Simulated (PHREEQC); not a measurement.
NH3 is added in steps, without added water, to 1 kg of water holding 0.00095 mol/kgw Na2SeO3 and 0.00028 mol/kgw H2SO4, at 20 °C. No oxygen is let in. The system is closed to CO2. Precipitation was switched off in this run.

Base run: PHREEQC, ion-association model, wateq4f.dat. Each further column changes one thing. The table gives HSeO3- (mol/kgw).

```
NH3 added (mol)      base  Debye-Hückel limiting law  Davies equation for every ion  all activity coefficients set to 1  metal-ligand complexes left out
---------------  --------  -------------------------  -----------------------------  ----------------------------------  -------------------------------
0                0.000561                   0.000561                       0.000561                            0.000561                         0.000561
0.000175         0.000408                   0.000408                       0.000408                            0.000411                         0.000408
0.00035          0.000281                   0.000280                       0.000281                                   ?                         0.000281
0.000525         0.000190                   0.000189                       0.000190                                   ?                         0.000190
0.0007           0.000133                   0.000132                       0.000133                                   ?                         0.000133
0.000875          9.91e-5                    9.82e-5                        9.91e-5                            0.000112                          9.91e-5
0.00105           7.79e-5                    7.70e-5                        7.79e-5                             8.91e-5                          7.79e-5
0.001225          6.38e-5                    6.31e-5                        6.38e-5                             7.39e-5                          6.38e-5
0.0014            5.40e-5                    5.34e-5                        5.40e-5                                   ?                          5.40e-5
```

Task: What belongs in the gaps?

Result: 
- 0.00035, all activity coefficients set to 1: 0.000289
- 0.000525, all activity coefficients set to 1: 0.000202
- 0.0007, all activity coefficients set to 1: 0.000146
- 0.0014, all activity coefficients set to 1: 6.30e-5
